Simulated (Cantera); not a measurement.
Feed: 1 mol ZrO2, 610 mol H2, 0.089 mol H2O, held at 1923 K and 74000 Pa.

Cantera equilibrium calculation (NASA polynomials, part measured and part estimated; ideal gas, pure solids and liquids). Candidate condensed phases: H2O, Zr, ZrO2; 12 gas species. Equilibrium is a limit: real reactors are often held back by kinetics, nucleation or transport.

Base state: H2 0.999, H 0.00109, H2O 0.000146 (mole fractions); condensed: ZrO2(tetragonal).

### Question
What changes in the equilibrium state with this change: temperature from 1923 K to 1325 K?

### Answer
```csv
species,before,after
H2,0.999,1.000
H2O,0.000146,0.000146
H,0.00109,1.90e-6
"ZrO2(tetragonal), mol",1.00,0
"ZrO2(monoclinic), mol",0,1.00
```

### Question
What changes in the equilibrium state with this change: ZrO2 replaced by V2O3?

### Answer
| species | before | after |
|---|---|---|
| H2 | 0.999 | 0.997 |
| H2O | 0.000146 | 0.00178 |
| H | 0.00109 | 0.00109 |
| ZrO2(tetragonal), mol | 1.00 | 0 |
| VO(s), mol | 0 | 2.00 |
VO: taken at fixed stoichiometry. Further candidate phases: V, VO, V2O3, V2O4, V2O5.
